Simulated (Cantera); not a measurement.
# Thermodynamics of boron, boron nitride and boron oxide, feed B2H6 + O2

A closed system holds: 1 mol B2H6, 0.18 mol O2, held at 0.548 Torr.

These are equilibrium values from Cantera (NASA tables, ideal gas, pure condensed phases), not measurements of a reactor. Candidate condensed phases: B, B2O3, B3O3H3, H2O; 23 gas species. The feed counts by its element totals alone. The tables' values for BH2 are old estimates; treat these amounts as uncertain. Rates play no part.

From 1750 K to 2200 K the condensed part is B(s). The main B-bearing gas is HBO at 1750 K and BO at 2200 K.

```csv
T (K),log p H2,log p H,log p BO,log p HBO,log p B2O2,log p B,log p B2O,n B(s)
1750,-3.18,-5.22,-5.10,-4.34,-4.87,-8.94,-7.26,1.64
1800,-3.19,-5.04,-4.94,-4.34,-4.92,-8.48,-7.03,1.64
1850,-3.19,-4.86,-4.80,-4.36,-4.98,-8.05,-6.82,1.64
1900,-3.20,-4.70,-4.68,-4.38,-5.06,-7.64,-6.63,1.64
1950,-3.20,-4.54,-4.57,-4.42,-5.16,-7.25,-6.46,1.64
2000,-3.21,-4.39,-4.48,-4.46,-5.28,-6.88,-6.32,1.64
2050,-3.22,-4.26,-4.41,-4.52,-5.42,-6.52,-6.19,1.63
2100,-3.24,-4.12,-4.36,-4.59,-5.57,-6.19,-6.09,1.63
2150,-3.25,-4.00,-4.32,-4.67,-5.75,-5.87,-6.00,1.63
2200,-3.28,-3.89,-4.29,-4.76,-5.93,-5.56,-5.92,1.62
```
log p: log10 of the partial pressure in bar; n: condensed amount in mol.
